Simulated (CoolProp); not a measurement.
Carbon monoxide at 293.15 K and 10.3 MPa is throttled through a valve to 7.14 MPa with no heat exchange. Each further row changes one setting.

The numbers come from the reference Helmholtz-energy equation of state, Lemmon 2006 in CoolProp. It is a short technical equation, of lower accuracy than the large ones.

```
case                      temperature change (K)    final phase  final density (kg/m³)
------------------------  ----------------------  -------------  ---------------------
as stated                                   -5.7  supercritical                   85.1
outlet pressure 2.14 MPa                   -17.5            gas                   26.5
outlet pressure 9.28 MPa                    -1.7  supercritical                    109
```
